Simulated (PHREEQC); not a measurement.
Dissolve 0.0014 mol NaCl and 0.0064 mol MnCl2 per kg of water at 25 °C and 50 atm. Closed to the air; pH follows from the charge balance.

The numbers come from PHREEQC with the ion-association model, phreeqc.dat.

**Question.** The ionic strength comes out as 0.0202 mol/kgw. What activity coefficients do Mn+2, MnCl+, Na+, Cl- get?

**Answer.** Mn+2 0.59, MnCl+ 0.87, Na+ 0.87, Cl- 0.87.

This is a speciation only: nothing precipitates in the calculation. Complexes and solids missing from the database can't appear. Under pressure, the constants of complexes without a molar volume in the database are unreliable.
